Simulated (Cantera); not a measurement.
Feed: 1 mol V, 1.3 mol H2O, 85 mol N2, at 575 °C and 1.10 bar.

Equilibrium computed with Cantera from the NASA thermochemical tables; the gas is ideal and each condensed phase is pure. Candidate condensed phases: H2O, V, VN, VO, V2O3, V2O4, V2O5; 28 gas species. VN: taken at fixed stoichiometry. Condensed phases not in the tables: the oxides between V2O3 and V2O5 other than VO2, V2N. Rates play no part.

Base state: N2 0.985, H2 0.0150, H2O 9.26e-5 (mole fractions); condensed: VN(s) + V2O3(s).

Q: What changes in the equilibrium state with this change: temperature from 575 °C to 2050 °C?

A: 
| species | before | after |
|---|---|---|
| N2 | 0.985 | 0.983 |
| H2 | 0.0150 | 0.0127 |
| H2O | 9.26e-5 | 0.00175 |
| VO2 | <1e-9 | 0.00116 |
| H | <1e-9 | 0.00117 |
| VO | <1e-9 | 8.79e-5 |
| OH | <1e-9 | 2.68e-5 |
| VN(s), mol | 0.139 | 0 |
| V2O3(s), mol | 0.431 | 0.0450 |
| VO(l), mol | 0 | 0.802 |
Mutual solubility and eutectic melting of coexisting phases are not modelled. VO: taken at fixed stoichiometry. Condensed phases not in the tables: the oxides between V2O3 and V2O5 other than VO2.
